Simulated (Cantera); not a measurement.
**Equilibrium for nitride etching: BN + F2 + N2**

A closed system holds: 1 mol BN, 4 mol F2, 8.5 mol N2, at 0.0600 bar.

These are equilibrium values from Cantera (NASA tables, ideal gas, pure condensed phases), not measurements of a reactor. Candidate condensed phases: B, BN; 13 gas species. Equilibrium is a limit: real reactors are often held back by kinetics, nucleation or transport.

| T (K) | log p N2 | log p F | log p F2 | log p NF3 | log p BF3 |
|---|---|---|---|---|---|
| 725 | -1.35 | -3.87 | -2.47 | -2.18 | -2.27 |
| 800 | -1.36 | -3.13 | -2.11 | -2.54 | -2.30 |
| 875 | -1.37 | -2.63 | -2.02 | -3.13 | -2.32 |
| 950 | -1.38 | -2.27 | -2.07 | -3.83 | -2.34 |
| 1025 | -1.40 | -2.01 | -2.21 | -4.58 | -2.36 |
| 1100 | -1.42 | -1.85 | -2.46 | -5.40 | -2.37 |
| 1175 | -1.43 | -1.76 | -2.79 | -6.29 | -2.39 |
| 1250 | -1.44 | -1.72 | -3.16 | -7.19 | -2.39 |
| 1325 | -1.44 | -1.71 | -3.52 | -8.03 | -2.40 |
log p: log10 of the partial pressure in bar; nothing condenses.

From 725 K to 1325 K nothing is condensed. The main B-bearing gas is BF3 throughout.
